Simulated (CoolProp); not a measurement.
Carbonyl sulfide along the isotherm 421.5 K: density (kg/m³) from the reference equation and from simpler models built on Tc = 378.8 K, pc = 63.69 bar, ω = 0.098; each cubic takes its own stable root.

Values from CoolProp's reference Helmholtz-energy equation of state, Lemmon 2006. It is a short technical equation, of lower accuracy than the large ones.

```
p (bar)          phase  reference  ideal gas  van der Waals  Redlich-Kwong  Soave-Redlich-Kwong  Peng-Robinson
-------  -------------  ---------  ---------  -------------  -------------  -------------------  -------------
1.01               gas      1.738      1.731          1.738          1.738                1.738          1.739
1.48               gas      2.551      2.537          2.551          2.552                2.552          2.554
2.17               gas      3.751      3.720          3.749          3.752                3.751          3.756
3.18               gas      5.518      5.451          5.515          5.520                5.519          5.528
4.67               gas      8.150      8.005          8.143          8.156                8.152          8.173
6.86               gas      12.08      11.76          12.06          12.09                12.08          12.13
10.1               gas      18.02      17.31          17.98          18.04                18.02          18.13
14.8               gas      26.93      25.37          26.86          26.98                26.94          27.17
21.7               gas      40.71      37.20          40.57          40.83                40.73          41.24
31.8               gas      62.67      54.51          62.37          62.91                62.65          63.83
46.7               gas      100.1      80.05          99.66          100.6                99.80          102.7
68.6     supercritical      172.5      117.6          174.3          173.2                170.2          177.8
101      supercritical      359.6      173.1          379.3          352.1                334.5          356.1
148      supercritical      604.9      253.7          503.6          550.0                533.5          579.6
217      supercritical      723.5      372.0          573.2          669.6                658.3          723.0
318      supercritical      807.1      545.1          628.3          763.6                755.5          833.9
```
